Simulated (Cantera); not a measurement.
## Catalytic combustion on Pt

An isothermal plug-flow reactor at 800 K and 4.44 atm (inlet), inlet velocity 1.7 m/s, active area per volume 2600 1/m; feed CO : O2 : N2 = 0.025 : 0.049 : 0.79 (molar parts).

Cantera simulation using Deutschmann's 1995 Pt surface mechanism with GRI-Mech 3.0 gas chemistry; the numbers are that mechanism's predictions, not measurements. Catalytic surfaces can have several steady states; this one follows from the mechanism file's or the stated starting coverage. Mass transfer to the wall is taken as infinitely fast.

| z (m) | x CO | x O2 | x H2O | x CO2 | θ free Pt | θ O* | θ CO* |
|---|---|---|---|---|---|---|---|
| 0.0006 | 0.0263 | 0.0555 | <1e-12 | 0.00265 | 0.0553 | 0.00573 | 0.939 |
| 0.0013 | 0.0230 | 0.0538 | <1e-12 | 0.00607 | 0.0595 | 0.00647 | 0.934 |
| 0.0028 | 0.0134 | 0.0493 | <1e-12 | 0.0158 | 0.0801 | 0.0110 | 0.909 |
| 0.006 | 0.000452 | 0.0431 | <1e-12 | 0.0289 | 0.0303 | 0.969 | 0.000246 |
| 0.013 | 2.65e-5 | 0.0429 | <1e-12 | 0.0293 | 0.0279 | 0.972 | 1.22e-5 |
| 0.028 | 8.33e-8 | 0.0429 | <1e-12 | 0.0294 | 0.0278 | 0.972 | 3.79e-8 |
| 0.06 | <1e-12 | 0.0429 | <1e-12 | 0.0294 | 0.0278 | 0.972 | <1e-12 |
x: gas mole fraction; θ: surface coverage.
